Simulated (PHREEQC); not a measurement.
Make-up at 73 °C: 0.0044 mol H3AsO4, 0.0027 mol H3PO4 and 0.031 mol CaCl2 per kg of water. Closed to the air; pH follows from the charge balance.

Equilibrium calculation in PHREEQC: ion-association model, wateq4f.dat.

| quantity | before | after |
|---|---|---|
| pH | 2.45 | 6.01 |
| ionic strength (mol/kgw) | 0.0959 | 0.0990 |
| SI of Portlandite (Ca(OH)2) | -16.72 | -9.61 |

Task: Name the change that produced these shifts.
(A) H3PO4 left out
(B) H3AsO4 replaced by Na2HAsO4 at the same molality
(C) H3AsO4 left out
(D) temperature from 73 to 55 °C
(E) H3AsO4 from 0.0044 to 0.044 mol/kgw

Result: B, H3AsO4 replaced by Na2HAsO4 at the same molality

Precipitation was switched off in this run. Some of these states are supersaturated (in Hydroxyapatite, for instance). H3PO4, which wateq4f.dat lacks, is added to it with the constant of phreeqc.dat. Constants without temperature data keep their 25 °C values here. The database has no arsenate complexes of Ca.
